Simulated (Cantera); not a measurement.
**Silicon etching in halogen gases: Si + Br₂ + N₂**

A closed system holds: 1 mol Si, 1.6 mol Br₂, 93 mol N₂, equilibrated at 0.133 bar.

Cantera equilibrium calculation (NASA polynomials, part measured and part estimated; ideal gas, pure solids and liquids). Candidate condensed phases: Br₂, Si, Si₃N₄; 13 gas species. N₂ is the only nitrogen source here; it is nearly inert below about 1500 K, so the nitride shown seldom forms there in practice. The tables' values for SiBr₃, SiBr are old estimates; treat these amounts as uncertain. Equilibrium is a limit: real reactors are often held back by kinetics, nucleation or transport.

```json
[
 {"T (K)": "1123", "x N₂": "0.991", "x Br": "7.32e-5", "x SiBr₂": "8.16e-6", "x SiBr₄": "0.00850", "x SiBr₃": "2.56e-5", "x Br₂": "1.64e-6", "x SiBr": "<1e-12", "n Si₃N₄(s)": "0.0669"},
 {"T (K)": "1173", "x N₂": "0.991", "x Br": "0.000148", "x SiBr₂": "2.82e-5", "x SiBr₄": "0.00845", "x SiBr₃": "5.49e-5", "x Br₂": "2.73e-6", "x SiBr": "4.05e-12", "n Si₃N₄(s)": "0.0670"},
 {"T (K)": "1223", "x N₂": "0.991", "x Br": "0.000283", "x SiBr₂": "8.78e-5", "x SiBr₄": "0.00834", "x SiBr₃": "0.000110", "x Br₂": "4.34e-6", "x SiBr": "3.56e-11", "n Si₃N₄(s)": "0.0667"},
 {"T (K)": "1273", "x N₂": "0.991", "x Br": "0.000511", "x SiBr₂": "0.000247", "x SiBr₄": "0.00813", "x SiBr₃": "0.000206", "x Br₂": "6.62e-6", "x SiBr": "2.62e-10", "n Si₃N₄(s)": "0.0653"},
 {"T (K)": "1323", "x N₂": "0.990", "x Br": "0.000877", "x SiBr₂": "0.000634", "x SiBr₄": "0.00772", "x SiBr₃": "0.000361", "x Br₂": "9.64e-6", "x SiBr": "1.65e-9", "n Si₃N₄(s)": "0.0609"},
 {"T (K)": "1373", "x N₂": "0.990", "x Br": "0.00143", "x SiBr₂": "0.00147", "x SiBr₄": "0.00698", "x SiBr₃": "0.000582", "x Br₂": "1.33e-5", "x SiBr": "8.90e-9", "n Si₃N₄(s)": "0.0504"},
 {"T (K)": "1423", "x N₂": "0.988", "x Br": "0.00220", "x SiBr₂": "0.00308", "x SiBr₄": "0.00578", "x SiBr₃": "0.000844", "x Br₂": "1.71e-5", "x SiBr": "4.16e-8", "n Si₃N₄(s)": "0.0294"},
 {"T (K)": "1473", "x N₂": "0.986", "x Br": "0.00326", "x SiBr₂": "0.00537", "x SiBr₄": "0.00419", "x SiBr₃": "0.00104", "x Br₂": "2.13e-5", "x SiBr": "1.56e-7", "n Si₃N₄(s)": "0"},
 {"T (K)": "1523", "x N₂": "0.984", "x Br": "0.00550", "x SiBr₂": "0.00648", "x SiBr₄": "0.00303", "x SiBr₃": "0.00106", "x Br₂": "3.54e-5", "x SiBr": "3.28e-7", "n Si₃N₄(s)": "0"},
 {"T (K)": "1573", "x N₂": "0.981", "x Br": "0.00800", "x SiBr₂": "0.00778", "x SiBr₄": "0.00180", "x SiBr₃": "0.000970", "x Br₂": "4.55e-5", "x SiBr": "7.44e-7", "n Si₃N₄(s)": "0"},
 {"T (K)": "1623", "x N₂": "0.979", "x Br": "0.0101", "x SiBr₂": "0.00892", "x SiBr₄": "0.000840", "x SiBr₃": "0.000765", "x Br₂": "4.53e-5", "x SiBr": "1.75e-6", "n Si₃N₄(s)": "0"},
 {"T (K)": "1673", "x N₂": "0.978", "x Br": "0.0114", "x SiBr₂": "0.00967", "x SiBr₄": "0.000320", "x SiBr₃": "0.000528", "x Br₂": "3.69e-5", "x SiBr": "4.10e-6", "n Si₃N₄(s)": "0"},
 {"T (K)": "1723", "x N₂": "0.977", "x Br": "0.0120", "x SiBr₂": "0.0101", "x SiBr₄": "0.000111", "x SiBr₃": "0.000338", "x Br₂": "2.71e-5", "x SiBr": "9.38e-6", "n Si₃N₄(s)": "0"},
 {"T (K)": "1773", "x N₂": "0.977", "x Br": "0.0123", "x SiBr₂": "0.0102", "x SiBr₄": "3.79e-5", "x SiBr₃": "0.000213", "x Br₂": "1.92e-5", "x SiBr": "2.06e-5", "n Si₃N₄(s)": "0"}
]
```
x: gas mole fraction; n: condensed amount in mol.

From 1123 K to 1423 K the condensed part is Si₃N₄(s). From 1473 K to 1773 K nothing is condensed. The main Si-bearing gas is SiBr₄ at 1123 K and SiBr₂ at 1773 K.
